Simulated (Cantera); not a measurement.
What does this Cantera script print?

```python
import numpy as np
import cantera as ct

gas_names = [...]  # 113 gases of nasa_gas.yaml made of C, H, O, Pb
cond_names = """
    C(gr) C6H6(L) C7H8(L) C8H18(L),n-octa H2O(s) H2O(L) Pb(cr) Pb(L) PbO(rd) PbO(yw) PbO(L) PbO2(s)
    Pb3O4(s)
""".split()


# ... load() reads the species with a 1 bar reference pressure and builds the phases ...
atoms = {
    'PbO': {'Pb': 1, 'O': 1},
    'C': {'C': 1},
    'H2': {'H': 2},
    'CH4': {'C': 1, 'H': 4},
}
top_T = {'C(gr)': 4500, 'Pb3O4(s)': 820}  # K; cautious upper limits of use, not melting points


# ... equilibrate(T, P, feed) seeds the gas with the atoms and calls Mixture.equilibrate('TP', solver="vcs", rtol=1e-11, max_steps=5000) ...
results = []
feed = {'PbO': 1, 'C': 0.31, 'H2': 7.2, 'CH4': 1.8}  # mol
P = 13332.2  # Pa
for T in [848, 923, 998, 1073, 1148, 1223, 1298]:
    mix = equilibrate(T, P, feed)
    results.append((T, P, feed, dict(zip(mix.species_names, mix.species_moles))))
    x = sorted(zip(gas.X, gas.species_names), reverse=True)
    print(f"T = {T:g} K  P = {P:g} Pa  gas = {mix.phase_moles(0):.4g} mol")
    print("   x: " + "  ".join(f"{s} {v:.3e}" for v, s in x if v > 1e-06))
    print("   condensed (mol): " + ("  ".join(f"{mix.phase(i).name} {mix.phase_moles(i):.4g}"
          for i in range(1, mix.n_phases) if mix.phase_moles(i) > 1e-12) or "none"))
```

Result:

```
T = 848 K  P = 13332.2 Pa  gas = 10.68 mol
   x: H2 8.506e-01  CH4 6.179e-02  CO 4.444e-02  H2O 3.719e-02  CO2 6.006e-03  Pb 2.244e-06
   condensed (mol): C(gr) 0.9115  Pb(L) 1
T = 923 K  P = 13332.2 Pa  gas = 11.35 mol
   x: H2 8.895e-01  CO 7.089e-02  CH4 2.454e-02  H2O 1.298e-02  CO2 2.114e-03  Pb 1.902e-05
   condensed (mol): C(gr) 1.003  Pb(L) 0.9998
T = 998 K  P = 13332.2 Pa  gas = 11.63 mol
   x: H2 9.038e-01  CO 8.100e-02  CH4 1.062e-02  H2O 3.986e-03  CO2 5.170e-04  Pb 1.162e-04
   condensed (mol): C(gr) 1.039  Pb(L) 0.9986
T = 1073 K  P = 13332.2 Pa  gas = 11.73 mol
   x: H2 9.093e-01  CO 8.367e-02  CH4 5.065e-03  H2O 1.319e-03  Pb 5.482e-04  CO2 1.314e-04
   condensed (mol): C(gr) 1.068  Pb(L) 0.9936
T = 1148 K  P = 13332.2 Pa  gas = 11.79 mol
   x: H2 9.105e-01  CO 8.427e-02  CH4 2.629e-03  Pb 2.102e-03  H2O 4.917e-04  CO2 3.852e-05
   condensed (mol): C(gr) 1.085  Pb(L) 0.9752
T = 1223 K  P = 13332.2 Pa  gas = 11.86 mol
   x: H2 9.074e-01  CO 8.408e-02  Pb 6.807e-03  CH4 1.463e-03  H2O 2.044e-04  CO2 1.297e-05
   condensed (mol): C(gr) 1.095  Pb(L) 0.9193
T = 1298 K  P = 13332.2 Pa  gas = 12.02 mol
   x: H2 8.968e-01  CO 8.310e-02  Pb 1.918e-02  CH4 8.541e-04  H2O 9.234e-05  CO2 4.877e-06  H 2.779e-06  Pb2 1.795e-06
   condensed (mol): C(gr) 1.101  Pb(L) 0.7694
```

Equilibrium computed with Cantera from the NASA thermochemical tables; the gas is ideal and each condensed phase is pure.
